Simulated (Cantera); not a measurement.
Feed: 1 mol SiC, 0.15 mol CO2, 19 mol H2, 0.015 mol H2O, held at 777 °C and 0.133 bar.

Cantera equilibrium calculation (NASA polynomials, part measured and part estimated; ideal gas, pure solids and liquids). Candidate condensed phases: C, C6H6, C7H8, C8H18, H2O, Si, SiC, SiO2; 123 gas species. Mutual solubility and eutectic melting of coexisting phases are not modelled. Kinetics and transport are ignored.

Task: What is the equilibrium state?

Result: 
- x(H2) = 0.992
- x(CH4) = 0.00752
- x(CO) = 5.34e-6
- n(C(graphite)) = 0.165 mol
- n(SiC(s)) = 0.843 mol
- n(SiO2(β-quartz)) = 0.157 mol
- gas amount = 18.87 mol
- log10 activity of Si(s) (absent) = -3.23
